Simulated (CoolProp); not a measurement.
Vapour-liquid equilibrium of R22 (1) + R114 (2) at 0.978 MPa; x and y are mole fractions of (1).

Values from CoolProp's multi-fluid Helmholtz-energy mixture model, Kamei 1995 and Platzer 1990; pair parameters Bell 2016. This equation is an older, rougher fit; its heat capacities, sound speeds and derivatives of the liquid may be far off and weren't checked against measurements.

| x | bubble temperature, mixture model (K) | bubble temperature, Raoult's law (K) | y, mixture model | y, Raoult's law |
|---|---|---|---|---|
| 0.05 | 347.5 | 349.2 | 0.169 | 0.173 |
| 0.2 | 330.6 | 334.4 | 0.488 | 0.510 |
| 0.35 | 320.0 | 323.5 | 0.657 | 0.700 |
| 0.5 | 312.6 | 314.9 | 0.765 | 0.818 |
| 0.65 | 306.7 | 308.0 | 0.847 | 0.896 |
| 0.8 | 301.7 | 302.2 | 0.917 | 0.950 |
| 0.95 | 297.2 | 297.2 | 0.980 | 0.989 |

The largest gap from Raoult's law is -3.8 K in bubble temperature, at x = 0.2. No azeotrope shows between x = 0.05 and 0.95.

The pair parameters rest on a limited set of measurements; away from them the model extrapolates.
